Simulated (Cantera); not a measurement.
Input (Python, Cantera) and output of one run.

```python
import numpy as np
import cantera as ct

gas_names = [...]  # 123 gases of nasa_gas.yaml made of C, H, O, S
cond_names = """
    C(gr) C6H6(L) C7H8(L) C8H18(L),n-octa H2O(s) H2O(L) H2SO4(L) S(cr1) S(cr2) S(L)
""".split()


# ... load() reads the species with a 1 bar reference pressure and builds the phases ...
atoms = {
    'CS2': {'C': 1, 'S': 2},
    'SO2': {'S': 1, 'O': 2},
    'H2': {'H': 2},
}
top_T = {'C(gr)': 4500}  # K; cautious upper limits of use, not melting points


# ... equilibrate(T, P, feed) seeds the gas with the atoms and calls Mixture.equilibrate('TP', solver="vcs", rtol=1e-11, max_steps=5000) ...
results = []
feed = {'CS2': 1, 'SO2': 0.32, 'H2': 8}  # mol
T = 2300  # K
P = 4600  # Pa
mix = equilibrate(T, P, feed)
results.append((T, P, feed, dict(zip(mix.species_names, mix.species_moles))))
print(gas.report(threshold=1e-06))
for i in range(1, mix.n_phases):
    print(f"{mix.phase(i).name:16s} {mix.phase_moles(i):12.5e} mol")
```

It prints:

```
       temperature   2300 K
          pressure   4600 Pa
           density   0.002666 kg/m^3
  mean mol. weight   11.083 kg/kmol
   phase of matter   gas

                          1 kg             1 kmol
                     ---------------   ---------------
          enthalpy        8.2506e+06        9.1442e+07  J
   internal energy        6.5251e+06        7.2318e+07  J
           entropy             22092        2.4485e+05  J/K
    Gibbs function       -4.2562e+07       -4.7171e+08  J
 heat capacity c_p            3191.4             35370  J/K
 heat capacity c_v            2441.2             27056  J/K

                      mass frac. Y      mole frac. X     chem. pot. / RT
                     ---------------   ---------------   ---------------
                CO           0.15888          0.062866           -39.814
               COS        0.00020158        3.7192e-05           -55.639
                CS           0.10248          0.025772           -22.109
               CS2          0.065973         0.0096042           -37.934
    C2H2,acetylene        1.2233e-05        5.2069e-06           -35.879
                 H         0.0035344          0.038861           -11.656
                H2           0.13492           0.74174           -23.313
               H2O        3.6157e-06        2.2244e-06           -56.843
               H2S          0.035338          0.011493           -39.138
                 S          0.059009          0.020399           -15.825
                SH          0.081474          0.027307           -27.482
                S2           0.35817          0.061909            -31.65
     [ +111 minor]        2.1789e-06        8.4835e-07

C(gr)             0.00000e+00 mol
S(L)              0.00000e+00 mol
```

Equilibrium computed with Cantera from the NASA thermochemical tables; the gas is ideal and each condensed phase is pure.
